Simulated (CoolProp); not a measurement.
Saturation properties of vinyl chloride.

Computed with CoolProp (reference Helmholtz-energy equation of state, Thol 2022).

| T (°C) | p (kPa) | liquid cp (kJ/(kg K)) | vapour Z |
|---|---|---|---|
| 14.55 | 285.5 | [?] | 0.9393 |
| 18.55 | [?] | 1.520 | 0.9337 |
| 22.65 | [?] | 1.528 | 0.9276 |
| 26.65 | 414.8 | 1.535 | 0.9212 |
| 30.65 | 465.9 | [?] | 0.9146 |
| 34.75 | 523.1 | 1.553 | 0.9074 |
| 38.75 | 583.7 | 1.563 | [?] |
| 42.85 | 651.2 | 1.575 | 0.8921 |
| 46.85 | 722.4 | 1.586 | 0.8840 |

### Question
Some entries are withheld; supply them.

### Answer

- 14.55, liquid cp (kJ/(kg K)): 1.513
- 18.55, p (kPa): 324.3
- 22.65, p (kPa): 368.0
- 30.65, liquid cp (kJ/(kg K)): 1.544
- 38.75, vapour Z: 0.9000

It boils at -13.9 °C under 1 atm.
